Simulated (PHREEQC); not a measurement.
**Metal-bearing waste water: speciation**

A solution holds 0.27 mol/kgw CdCl2 and 0.2 mol/kgw Na2SO4, at 25 °C. Closed to the air; pH follows from the charge balance.

Equilibrium calculation in PHREEQC: ion-association model, phreeqc.dat.

```
Item                      Result
-----------------  -------------
pH                          5.50
ionic strength     0.678 mol/kgw
activity of water          0.983
density              1.064 g/cm³
```

```json
[
 {"species": "Na+", "molality": "0.366", "activity": "0.262", "log γ": "-0.144"},
 {"species": "Cl-", "molality": "0.261", "activity": "0.164", "log γ": "-0.200"},
 {"species": "CdCl+", "molality": "0.134", "activity": "0.0998", "log γ": "-0.127"},
 {"species": "SO4-2", "molality": "0.0974", "activity": "0.0177", "log γ": "-0.741"},
 {"species": "CdCl2", "molality": "0.0585", "activity": "0.0684", "log γ": "0.068"},
 {"species": "NaSO4-", "molality": "0.0345", "activity": "0.0232", "log γ": "-0.171"},
 {"species": "CdSO4", "molality": "0.0277", "activity": "0.0324", "log γ": "0.068"}
]
```

This is a speciation only: nothing precipitates in the calculation. Species that the database lacks are ignored.
